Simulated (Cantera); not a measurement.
Input (Python, Cantera) and output of one run.

```python
import numpy as np
import cantera as ct

gas_names = [...]  # 136 gases of nasa_gas.yaml made of C, H, N, O
cond_names = """
    C(gr) C6H6(L) C7H8(L) C8H18(L),n-octa H2O(s) H2O(L)
""".split()


# ... load() reads the species with a 1 bar reference pressure and builds the phases ...
atoms = {
    'CH3OH': {'C': 1, 'H': 4, 'O': 1},
    'CO2': {'C': 1, 'O': 2},
    'N2': {'N': 2},
}
top_T = {'C(gr)': 4500}  # K; cautious upper limits of use, not melting points


# ... equilibrate(T, P, feed) seeds the gas with the atoms and calls Mixture.equilibrate('TP', solver="vcs", rtol=1e-11, max_steps=5000) ...
results = []
feed = {'CH3OH': 1, 'CO2': 1.2, 'N2': 3.6}  # mol
P = 133.322  # Pa
for T in [875, 1075, 1275, 1475, 1675, 1875, 2075, 2275, 2475, 2675, 2875]:
    mix = equilibrate(T, P, feed)
    results.append((T, P, feed, dict(zip(mix.species_names, mix.species_moles))))
    x = sorted(zip(gas.X, gas.species_names), reverse=True)
    print(f"T = {T:g} K  P = {P:g} Pa  gas = {mix.phase_moles(0):.4g} mol")
    print("   x: " + "  ".join(f"{s} {v:.3e}" for v, s in x if v > 1e-05))
    print("   condensed (mol): " + ("  ".join(f"{mix.phase(i).name} {mix.phase_moles(i):.4g}"
          for i in range(1, mix.n_phases) if mix.phase_moles(i) > 1e-12) or "none"))
```

Result:

```
T = 875 K  P = 133.322 Pa  gas = 7.8 mol
   x: N2 4.615e-01  H2 2.087e-01  CO 1.759e-01  CO2 1.061e-01  H2O 4.772e-02
   condensed (mol): none
T = 1075 K  P = 133.322 Pa  gas = 7.8 mol
   x: N2 4.615e-01  CO 1.995e-01  H2 1.851e-01  CO2 8.258e-02  H2O 7.127e-02
   condensed (mol): none
T = 1275 K  P = 133.322 Pa  gas = 7.8 mol
   x: N2 4.615e-01  CO 2.154e-01  H2 1.692e-01  H2O 8.716e-02  CO2 6.669e-02
   condensed (mol): none
T = 1475 K  P = 133.322 Pa  gas = 7.801 mol
   x: N2 4.615e-01  CO 2.259e-01  H2 1.586e-01  H2O 9.775e-02  CO2 5.609e-02  H 1.414e-04
   condensed (mol): none
T = 1675 K  P = 133.322 Pa  gas = 7.805 mol
   x: N2 4.612e-01  CO 2.330e-01  H2 1.508e-01  H2O 1.048e-01  CO2 4.887e-02  H 1.235e-03  OH 4.153e-05
   condensed (mol): none
T = 1875 K  P = 133.322 Pa  gas = 7.828 mol
   x: N2 4.599e-01  CO 2.371e-01  H2 1.430e-01  H2O 1.089e-01  CO2 4.392e-02  H 6.788e-03  OH 4.032e-04  NO 1.945e-05  O 1.448e-05
   condensed (mol): none
T = 2075 K  P = 133.322 Pa  gas = 7.919 mol
   x: N2 4.545e-01  CO 2.374e-01  H2 1.303e-01  H2O 1.078e-01  CO2 4.045e-02  H 2.634e-02  OH 2.486e-03  O 3.603e-04  NO 1.748e-04  O2 1.274e-04
   condensed (mol): none
T = 2275 K  P = 133.322 Pa  gas = 8.214 mol
   x: N2 4.378e-01  CO 2.325e-01  H2 1.087e-01  H2O 9.141e-02  H 7.667e-02  CO2 3.537e-02  OH 1.003e-02  O 4.855e-03  O2 1.709e-03  NO 1.001e-03
   condensed (mol): none
T = 2475 K  P = 133.322 Pa  gas = 9.012 mol
   x: N2 3.981e-01  CO 2.231e-01  H 1.735e-01  H2 7.923e-02  H2O 4.587e-02  O 2.924e-02  CO2 2.107e-02  OH 2.021e-02  O2 6.961e-03  NO 2.846e-03
   condensed (mol): none
T = 2675 K  P = 133.322 Pa  gas = 10.11 mol
   x: N2 3.544e-01  H 2.826e-01  CO 2.107e-01  O 7.092e-02  H2 3.991e-02  OH 1.565e-02  H2O 8.849e-03  CO2 7.010e-03  O2 6.364e-03  NO 3.577e-03  N 2.169e-05
   condensed (mol): none
T = 2875 K  P = 133.322 Pa  gas = 10.71 mol
   x: H 3.383e-01  N2 3.346e-01  CO 2.036e-01  O 9.578e-02  H2 1.363e-02  OH 6.201e-03  NO 2.799e-03  O2 2.334e-03  CO2 1.742e-03  H2O 8.323e-04  N 9.517e-05
   condensed (mol): none
```

Equilibrium computed with Cantera from the NASA thermochemical tables; the gas is ideal and each condensed phase is pure.
